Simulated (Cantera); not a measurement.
What does this Cantera script print?

```python
import numpy as np
import cantera as ct

gas_names = """
    H HO2 H2 H2O H2O2 Mg MgH MgO MgOH MgO2H2 Mg2 O OH O2 O3
""".split()
cond_names = """
    H2O(s) H2O(L) Mg(cr) Mg(L) MgO(s) MgO(L) MgO2H2(s)
""".split()


def load(file, names, dense=False):
    # The tables refer to 1 bar. Condensed volumes are neglected.
    table = {s.name: s for s in ct.Species.list_from_file(file)}
    out = []
    for n in names:
        d = dict(table[n].input_data)
        d["thermo"] = dict(d["thermo"], **{"reference-pressure": 1e5})
        if dense:
            d["equation-of-state"] = {"model": "constant-volume", "density": "1e6 g/cm^3"}
        out.append(ct.Species.from_dict(d))
    return out


gas = ct.Solution(thermo="ideal-gas", species=load("nasa_gas.yaml", gas_names))
cond = {s.name: ct.Solution(thermo="fixed-stoichiometry", species=[s], name=s.name)
        for s in load("nasa_condensed.yaml", cond_names, dense=True)}
atoms = {
    'Mg(OH)2': {'Mg': 1, 'O': 2, 'H': 2},
    'H2O': {'H': 2, 'O': 1},
}
top_T = {}  # K; cautious upper limits of use, not melting points


def equilibrate(T, P, feed):
    n = {}
    for name, mol in feed.items():
        for a, k in atoms[name].items():
            n[a] = n.get(a, 0.0) + k * mol
    gas.TPX = T, P, n
    mass = sum(n.values()) * gas.mean_molecular_weight
    gas.equilibrate("TP")
    valid = [c for c in cond.values() if c.min_temp <= T <= top_T.get(c.name, c.max_temp)]
    mix = ct.Mixture([(gas, mass / gas.mean_molecular_weight)] + [(c, 0.0) for c in valid])
    mix.T, mix.P = T, P
    mix.equilibrate("TP", solver="vcs", rtol=1e-11, max_steps=5000)
    return mix


results = []
feed = {'Mg(OH)2': 1, 'H2O': 0.078}  # mol
P = 1333.22  # Pa
for T in [1773, 1823, 1873, 1923, 1973, 2023, 2073, 2123, 2173, 2223]:
    mix = equilibrate(T, P, feed)
    results.append((T, P, feed, dict(zip(mix.species_names, mix.species_moles))))
    x = sorted(zip(gas.X, gas.species_names), reverse=True)
    print(f"T = {T:g} K  P = {P:g} Pa  gas = {mix.phase_moles(0):.4g} mol")
    print("   x: " + "  ".join(f"{s} {v:.3e}" for v, s in x if v > 0.001))
    print("   condensed (mol): " + ("  ".join(f"{mix.phase(i).name} {mix.phase_moles(i):.4g}"
          for i in range(1, mix.n_phases) if mix.phase_moles(i) > 1e-12) or "none"))
```

It prints:

```
T = 1773 K  P = 1333.22 Pa  gas = 1.082 mol
   x: H2O 9.884e-01  H2 6.646e-03  O2 2.888e-03  OH 1.851e-03
   condensed (mol): MgO(s) 1
T = 1823 K  P = 1333.22 Pa  gas = 1.084 mol
   x: H2O 9.839e-01  H2 9.070e-03  O2 3.910e-03  OH 2.698e-03
   condensed (mol): MgO(s) 1
T = 1873 K  P = 1333.22 Pa  gas = 1.086 mol
   x: H2O 9.780e-01  H2 1.216e-02  O2 5.202e-03  OH 3.848e-03
   condensed (mol): MgO(s) 1
T = 1923 K  P = 1333.22 Pa  gas = 1.089 mol
   x: H2O 9.704e-01  H2 1.604e-02  O2 6.810e-03  OH 5.381e-03  H 1.033e-03
   condensed (mol): MgO(s) 1
T = 1973 K  P = 1333.22 Pa  gas = 1.093 mol
   x: H2O 9.608e-01  H2 2.083e-02  O2 8.782e-03  OH 7.385e-03  H 1.687e-03
   condensed (mol): MgO(s) 0.9999
T = 2023 K  P = 1333.22 Pa  gas = 1.098 mol
   x: H2O 9.487e-01  H2 2.664e-02  O2 1.116e-02  OH 9.957e-03  H 2.685e-03
   condensed (mol): MgO(s) 0.9999
T = 2073 K  P = 1333.22 Pa  gas = 1.105 mol
   x: H2O 9.337e-01  H2 3.357e-02  O2 1.400e-02  OH 1.320e-02  H 4.173e-03  O 1.178e-03
   condensed (mol): MgO(s) 0.9998
T = 2123 K  P = 1333.22 Pa  gas = 1.113 mol
   x: H2O 9.151e-01  H2 4.169e-02  O2 1.735e-02  OH 1.722e-02  H 6.344e-03  O 1.858e-03
   condensed (mol): MgO(s) 0.9995
T = 2173 K  P = 1333.22 Pa  gas = 1.124 mol
   x: H2O 8.924e-01  H2 5.099e-02  OH 2.211e-02  O2 2.124e-02  H 9.437e-03  O 2.869e-03
   condensed (mol): MgO(s) 0.999
T = 2223 K  P = 1333.22 Pa  gas = 1.138 mol
   x: H2O 8.649e-01  H2 6.140e-02  OH 2.797e-02  O2 2.574e-02  H 1.375e-02  O 4.343e-03  Mg 1.409e-03
   condensed (mol): MgO(s) 0.9978
```

Equilibrium computed with Cantera from the NASA thermochemical tables; the gas is ideal and each condensed phase is pure.
